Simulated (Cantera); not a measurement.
Charge: 1 mol Si3N4, 0.11 mol CO2, 4.6 mol H2, 0.015 mol O2, equilibrated at 0.0248 Torr.

Cantera equilibrium calculation (NASA polynomials, part measured and part estimated; ideal gas, pure solids and liquids). Candidate condensed phases: C, C6H6, C7H8, C8H18, H2O, Si, SiC, SiO2, Si2N2O, Si3N4; 151 gas species. Mutual solubility and eutectic melting of coexisting phases are not modelled. The tables' values for SiN are old estimates; treat these amounts as uncertain. Gases not in the tables: Si2H6 and higher silanes. Rates play no part.

x: gas mole fraction; n: condensed amount in mol.

```csv
T (K),x H2,x N2,x Si,x H,x SiO,x CO,x Si2C,n Si(s),n SiC(s),n Si2N2O(s),n Si3N4(s),n Si(l)
1373,0.905,0.0931,1.18e-5,0.000552,0.000893,1.47e-5,5.97e-9,0.472,0.110,0.245,0.641,0
1473,0.670,0.292,0.000166,0.00180,0.0356,0.000873,2.03e-7,2.65,0.104,0,0,0
1573,0.666,0.291,…,…,0.0351,…,…,2.65,0.101,0,0,0
1673,0.649,0.286,…,…,0.0341,…,…,2.57,0.0980,0,0,0
1773,0.595,0.267,0.0646,0.0382,0.0307,0.00270,0.000593,0,0.0850,0,0,2.18
1873,0.428,0.202,0.263,0.0735,0.0217,0.00362,0.00405,0,0.0331,0,0,0
1973,0.370,0.192,0.268,0.143,0.0147,0.00927,0.00116,0,0,0,0,0
2073,0.292,0.181,0.257,0.247,0.0128,0.00977,0.000113,0,0,0,0,0
```

Q: Complete the blanks.

A: 
- 1573, x Si: 0.00167
- 1573, x H: 0.00577
- 1573, x CO: 0.00122
- 1573, x Si2C: 4.38e-6
- 1673, x Si: 0.0127
- 1673, x H: 0.0160
- 1673, x CO: 0.00163
- 1673, x Si2C: 6.47e-5
